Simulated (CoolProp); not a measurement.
Vapour-liquid equilibrium of R125 (1) + R143a (2) at 0.0654 MPa; x and y are mole fractions of (1).

Model: multi-fluid Helmholtz-energy mixture model, Lemmon 2005 and Lemmon and Jacobsen 2000; pair parameters Lemmon 2004, in CoolProp.

```csv
x,bubble temperature (K),y at the bubble point,dew temperature at overall composition x (K),liquid density (mol/L)
0.05,217.2,0.044,217.2,14.09
0.125,217.4,0.114,217.4,13.98
0.2,217.5,0.188,217.6,13.88
0.275,217.6,0.265,217.7,13.77
0.35,217.7,0.344,217.7,13.67
0.425,217.7,0.425,217.7,13.57
0.5,217.7,0.507,217.7,13.48
0.575,217.6,0.588,217.7,13.38
0.65,217.5,0.669,217.6,13.29
0.725,217.4,0.746,217.4,13.19
0.8,217.2,0.821,217.2,13.10
0.875,217.0,0.892,217.0,13.01
0.95,216.7,0.958,216.8,12.92
```

y crosses x between x = 0.35 and 0.425: the model has an azeotrope there.

Pair parameters are fitted to limited data, so mixtures are less certain than the pure fluids.
